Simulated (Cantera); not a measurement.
Hydrocarbon pyrolysis for carbon deposition

An isothermal, constant-pressure homogeneous reactor starts with C₂H₆ : N₂ = 1 : 44 (molar parts), at 1475 K and 760 Torr.

Computed with Cantera and GRI-Mech 3.0 (53 species, 325 reactions). GRI-Mech 3.0 stops at C3 and has no aromatics, soot or wall deposition, so with more carbon than oxygen in the feed, carbon stays in small species such as C2H2 where larger ones or solid carbon would form.

| t (s) | x C₂H₆ | x H₂ | x HCN | x C₂H₄ | x C₂H₂ |
|---|---|---|---|---|---|
| 1.00e-6 | 0.0222 | 2.52e-8 | <1e-12 | 2.54e-8 | <1e-12 |
| 3.83e-6 | 0.0222 | 7.61e-7 | <1e-12 | 9.57e-7 | 9.86e-12 |
| 1.47e-5 | 0.0220 | 3.95e-5 | 3.98e-11 | 4.34e-5 | 9.44e-9 |
| 5.62e-5 | 0.0206 | 0.00107 | 2.21e-8 | 0.00113 | 7.57e-6 |
| 0.000215 | 0.0141 | 0.00659 | 9.55e-8 | 0.00651 | 0.000351 |
| 0.000825 | 0.00272 | 0.0189 | 1.60e-7 | 0.0127 | 0.00411 |
| 0.00316 | 7.95e-5 | 0.0274 | 1.73e-7 | 0.00799 | 0.0110 |
| 0.0121 | 3.24e-6 | 0.0310 | 1.73e-7 | 0.00438 | 0.0146 |
| 0.0464 | 1.46e-6 | 0.0339 | 1.73e-7 | 0.00135 | 0.0175 |
| 0.178 | 1.24e-6 | 0.0351 | 1.73e-7 | 0.000257 | 0.0187 |
| 0.681 | 1.10e-6 | 0.0355 | 1.73e-7 | 0.000253 | 0.0188 |
| 2.61 | 7.58e-7 | 0.0367 | 1.76e-7 | 0.000264 | 0.0192 |
| 10.0 | 3.12e-7 | 0.0389 | 1.82e-7 | 0.000286 | 0.0199 |
x: mole fraction; the columns are a selection and need not sum to one.

Equilibrium at this temperature and pressure: C₂H₆ 3.24e-8, H₂ 0.0415, HCN 0.0322, C₂H₄ 7.35e-5, C₂H₂ 0.00480 (gas phase only).
